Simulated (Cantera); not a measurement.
An isothermal, constant-pressure homogeneous reactor starts with CH4 : H2 = 1 : 47 (molar parts), at 1750 K and 0.0133 bar.

Model: GRI-Mech 3.0 (53 species, 325 reactions), integrated in Cantera. GRI-Mech 3.0 stops at C3 and has no aromatics, soot or wall deposition, so with more carbon than oxygen in the feed, carbon stays in small species such as C2H2 where larger ones or solid carbon would form. Radical loss at walls, strong at low pressure, is not modelled.

x: mole fraction; the columns are a selection and need not sum to one.

| t (s) | x CH4 | x H2 | x C2H2 | x C2H6 | x CH2 |
|---|---|---|---|---|---|
| 2.00e-6 | 0.0208 | 0.979 | <1e-12 | <1e-12 | <1e-12 |
| 6.50e-6 | 0.0208 | 0.979 | <1e-12 | <1e-12 | <1e-12 |
| 2.11e-5 | 0.0208 | 0.979 | <1e-12 | <1e-12 | <1e-12 |
| 6.86e-5 | 0.0208 | 0.979 | <1e-12 | <1e-12 | <1e-12 |
| 0.000223 | 0.0208 | 0.979 | <1e-12 | 3.96e-12 | 5.47e-12 |
| 0.000724 | 0.0208 | 0.979 | 2.50e-12 | 1.00e-10 | 6.59e-11 |
| 0.00235 | 0.0208 | 0.979 | 3.04e-10 | (withheld) | 7.30e-10 |
| 0.00765 | 0.0208 | 0.979 | 4.30e-8 | (withheld) | 7.73e-9 |
| 0.0248 | 0.0206 | 0.979 | 6.07e-6 | (withheld) | 7.72e-8 |
| 0.0807 | 0.0196 | 0.978 | 0.000315 | (withheld) | 5.20e-7 |
| 0.262 | 0.0148 | 0.980 | 0.00266 | (withheld) | 7.71e-7 |
| 0.852 | 0.00748 | 0.984 | 0.00639 | (withheld) | 4.86e-7 |
| 2.77 | 0.00258 | 0.987 | 0.00887 | (withheld) | 2.06e-7 |
| 9.00 | 0.000770 | 0.987 | 0.00980 | (withheld) | 6.78e-8 |

**Question.** Complete the blanks.

**Answer.** 
- 0.00235, x C2H6: 1.96e-9
- 0.00765, x C2H6: 2.52e-8
- 0.0248, x C2H6: 2.22e-7
- 0.0807, x C2H6: 9.77e-7
- 0.262, x C2H6: 8.74e-7
- 0.852, x C2H6: 2.47e-7
- 2.77, x C2H6: 3.26e-8
- 9.00, x C2H6: 3.07e-9
